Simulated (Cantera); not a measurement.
A Cantera script and what it prints.

```python
import numpy as np
import cantera as ct

gas_names = """
    AL ALCL ALCL2 ALCL3 ALN AL2 AL2CL6 CL CL2 N N2
""".split()
cond_names = """
    AL(cr) AL(L) ALCL3(s) ALCL3(L) ALN(s)
""".split()


# ... load() reads the species with a 1 bar reference pressure and builds the phases ...
atoms = {
    'AlCl3': {'AL': 1, 'CL': 3},
    'N2': {'N': 2},
}
top_T = {'ALN(s)': 2750}  # K; cautious upper limits of use, not melting points


# ... equilibrate(T, P, feed) seeds the gas with the atoms and calls Mixture.equilibrate('TP', solver="vcs", rtol=1e-11, max_steps=5000) ...
results = []
feed = {'AlCl3': 1, 'N2': 99}  # mol
T = 1648  # K
P = 133.322  # Pa
mix = equilibrate(T, P, feed)
results.append((T, P, feed, dict(zip(mix.species_names, mix.species_moles))))
print(gas.report(threshold=0.0001))
for i in range(1, mix.n_phases):
    print(f"{mix.phase(i).name:16s} {mix.phase_moles(i):12.5e} mol")
```

Output:

```
       temperature   1648 K
          pressure   133.32 Pa
           density   0.00028195 kg/m^3
  mean mol. weight   28.978 kg/kmol
   phase of matter   gas

                          1 kg             1 kmol
                     ---------------   ---------------
          enthalpy        1.3621e+06        3.9472e+07  J
   internal energy        8.8929e+05         2.577e+07  J
           entropy             10441        3.0257e+05  J/K
    Gibbs function       -1.5845e+07       -4.5917e+08  J
 heat capacity c_p            1227.4             35568  J/K
 heat capacity c_v            940.48             27253  J/K

                      mass frac. Y      mole frac. X     chem. pot. / RT
                     ---------------   ---------------   ---------------
              ALCL         0.0019742        0.00091634           -48.697
             ALCL2         0.0041699         0.0012345           -74.522
             ALCL3          0.035974         0.0078185           -100.35
                CL         0.0037508          0.003066           -25.825
                N2           0.95413           0.98696            -32.94
     [   +6 minor]        1.4722e-06        6.0884e-07

AL(L)             0.00000e+00 mol
ALCL3(L)          0.00000e+00 mol
ALN(s)            0.00000e+00 mol
```

Cantera equilibrium calculation (NASA polynomials, part measured and part estimated; ideal gas, pure solids and liquids). The tables' values for AlCl2 are old estimates; treat these amounts as uncertain.
